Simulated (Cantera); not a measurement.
Feed: 1 mol Si₃N₄, 2.8 mol H₂O, 2.1 mol H₂, 0.18 mol CO₂, at 2023.15 K and 1.80e-5 bar.

Method: chemical equilibrium by Gibbs-energy minimisation in Cantera with the NASA 1993 tables (ideal gas, pure condensed phases). Candidate condensed phases: C, C₆H₆, C₇H₈, C₈H₁₈, H₂O, Si, SiC, SiO₂, Si₂N₂O, Si₃N₄; 151 gas species. The numbers say what is thermodynamically allowed, not how fast it happens.

Base state: H₂ 0.303, SiO 0.259, H 0.247, N₂ 0.174, CO 0.0157, Si 0.00174 (mole fractions); condensed: gas only.

### Question
What changes in the equilibrium state with this change: pressure from 1.80e-5 bar to 0.240 bar?

### Answer
```
species          before    after
--------------  -------  -------
H₂                0.303    0.487
SiO               0.259    0.295
N₂                0.174    0.197
H                 0.247  0.00271
CO               0.0157   0.0179
SiH₂            2.01e-8  2.89e-5
HCN             2.02e-8  2.45e-5
Si₂N₂O(s), mol        0   0.0183
```
Gases not in the tables: Si₂H₆ and higher silanes.
